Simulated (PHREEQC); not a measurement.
0.86 g of hydrous ferric oxide (600 m²/g; 0.2 weak and 0.005 strong sites per Fe, Dzombak-Morel constants, diffuse double layer) in 1 kg of water with 0.01 mol/kgw of an inert sodium salt and 0.00023 mol/kgw CuCl2, at 25 °C; the pH is set by adding NaOH or the inert anion's acid. Oxygen alone is held at its pressure in air (log pO2 = -0.68). CO2 from the air is kept out. Precipitation was switched off in this run.

The numbers come from PHREEQC with the ion-association model, wateq4f.dat.

```
pH   Cu sorbed (%)  surface charge σ (C/m²)  surface potential ψ (mV)
---  -------------  -----------------------  ------------------------
3              0.1                    0.328                       201
3.5            1.1                    0.281                       195
4              6.8                    0.222                       184
4.5           23.2               (withheld)                       170
5       (withheld)               (withheld)                       154
5.5           86.8                    0.087                       138
6             97.7                    0.060                       119
6.5           99.6                    0.038                        97
7             99.9                    0.023                        72
7.5           99.9                    0.012                        46
8             99.9                    0.005                        19
8.5           99.9                   -0.002                        -8
9             99.9                   -0.009                       -35
```

**Question.** Complete the blanks.

**Answer.** 
- 4.5, surface charge σ (C/m²): 0.167
- 5, Cu sorbed (%): 54.7
- 5, surface charge σ (C/m²): 0.122

The database's constant for dissolved Cu(OH)2 is higher than later reviews accept. The oxide is taken as insoluble; below pH 4 it would dissolve.
